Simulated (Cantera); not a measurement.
What does this Cantera script print?

```python
import numpy as np
import cantera as ct

gas_names = """
    CL CLO CL2 K KCL KO K2 K2CL2 N NO NO2 NO3 N2 N2O O O2 O3
""".split()
cond_names = """
    K(cr) K(L) KCL(s) KCL(L) KO2(s) K2O(s) K2O2(s)
""".split()


# ... load() reads the species with a 1 bar reference pressure and builds the phases ...
atoms = {
    'KCl': {'K': 1, 'CL': 1},
    'O2': {'O': 2},
    'N2': {'N': 2},
}
top_T = {'KO2(s)': 780, 'K2O(s)': 1000, 'K2O2(s)': 760}  # K; cautious upper limits of use, not melting points


# ... equilibrate(T, P, feed) seeds the gas with the atoms and calls Mixture.equilibrate('TP', solver="vcs", rtol=1e-11, max_steps=5000) ...
results = []
P = 100000  # Pa
for T in [1025, 1125, 1225, 1325, 1425, 1525, 1625, 1725, 1825, 1925, 2025]:
    for m in [2.5, 5.8, 13, 30, 70, 160, 370]:
        feed = {'KCl': 1, 'O2': 0.5, 'N2': m}  # mol
        mix = equilibrate(T, P, feed)
        results.append((T, P, feed, dict(zip(mix.species_names, mix.species_moles))))

for T, P, feed, n in results:
    print(f"{T:7g} {feed['N2']:10.4g}  " + (" + ".join(c for c in cond_names if n.get(c, 0) > 1e-12) or "gas only"))
```

Output:

```
   1025        2.5  KCL(s)
   1025        5.8  KCL(s)
   1025         13  KCL(s)
   1025         30  KCL(s)
   1025         70  KCL(s)
   1025        160  KCL(s)
   1025        370  KCL(s)
   1125        2.5  KCL(L)
   1125        5.8  KCL(L)
   1125         13  KCL(L)
   1125         30  KCL(L)
   1125         70  KCL(L)
   1125        160  KCL(L)
   1125        370  gas only
   1225        2.5  KCL(L)
   1225        5.8  KCL(L)
   1225         13  KCL(L)
   1225         30  KCL(L)
   1225         70  gas only
   1225        160  gas only
   1225        370  gas only
   1325        2.5  KCL(L)
   1325        5.8  KCL(L)
   1325         13  KCL(L)
   1325         30  gas only
   1325         70  gas only
   1325        160  gas only
   1325        370  gas only
   1425        2.5  KCL(L)
   1425        5.8  KCL(L)
   1425         13  gas only
   1425         30  gas only
   1425         70  gas only
   1425        160  gas only
   1425        370  gas only
   1525        2.5  gas only
   1525        5.8  gas only
   1525         13  gas only
   1525         30  gas only
   1525         70  gas only
   1525        160  gas only
   1525        370  gas only
   1625        2.5  gas only
   1625        5.8  gas only
   1625         13  gas only
   1625         30  gas only
   1625         70  gas only
   1625        160  gas only
   1625        370  gas only
   1725        2.5  gas only
   1725        5.8  gas only
   1725         13  gas only
   1725         30  gas only
   1725         70  gas only
   1725        160  gas only
   1725        370  gas only
   1825        2.5  gas only
   1825        5.8  gas only
   1825         13  gas only
   1825         30  gas only
   1825         70  gas only
   1825        160  gas only
   1825        370  gas only
   1925        2.5  gas only
   1925        5.8  gas only
   1925         13  gas only
   1925         30  gas only
   1925         70  gas only
   1925        160  gas only
   1925        370  gas only
   2025        2.5  gas only
   2025        5.8  gas only
   2025         13  gas only
   2025         30  gas only
   2025         70  gas only
   2025        160  gas only
   2025        370  gas only
```

These are equilibrium values from Cantera (NASA tables, ideal gas, pure condensed phases), not measurements of a reactor.
